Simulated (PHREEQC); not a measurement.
Solution (9.6 °C): 5 mmol/kgw NaOH, 0.00036 mmol/kgw H4SiO4 and 1.6 mmol/kgw K2CO3. Closed to the air; pH follows from the charge balance.

Model: ion-association model, phreeqc.dat, run in PHREEQC.

| quantity | before | after |
|---|---|---|
| pH | 12.20 | 11.92 |
| NaCO3- (mol/kgw) | 4.26e-5 | 1.18e-5 |
| HCO3- (mol/kgw) | 2.24e-5 | 2.33e-5 |
| NaHCO3 (mol/kgw) | 5.62e-8 | 3.09e-8 |

Q: What was changed between the two runs?
A) temperature from 9.6 to 50 °C
B) H4SiO4 left out
C) diluted 2-fold with water
D) NaOH replaced by NaAlO2 at the same molality
E) H4SiO4 from 3.6e-07 to 3.24e-07 mol/kgw

A: C, diluted 2-fold with water

No solid was allowed to form. Away from 25 °C the constants follow the database's enthalpies or fits; those with neither stay at their 25 °C values.
